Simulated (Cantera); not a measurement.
Charge: 1 mol PbO, 43 mol H₂, equilibrated at 38.0 Pa.

Cantera equilibrium calculation (NASA polynomials, part measured and part estimated; ideal gas, pure solids and liquids). Candidate condensed phases: H₂O, Pb, PbO, PbO₂, Pb₃O₄; 12 gas species. Equilibrium is a limit: real reactors are often held back by kinetics, nucleation or transport.

Task: Which condensed phases are stable at each of these points (T (°C)): 550, 600, 650, 700, 750, 800, 850, 900, 950?

Result: 
```tsv
T (°C)	condensed phases	Pb condensed (%)
550	Pb(l)	98.5
600	Pb(l)	92.8
650	Pb(l)	71.1
700	gas only	0.0
750	gas only	0.0
800	gas only	0.0
850	gas only	0.0
900	gas only	0.0
950	gas only	0.0
```

From 550 °C to 650 °C the condensed part is Pb(l). From 700 °C to 950 °C nothing is condensed.
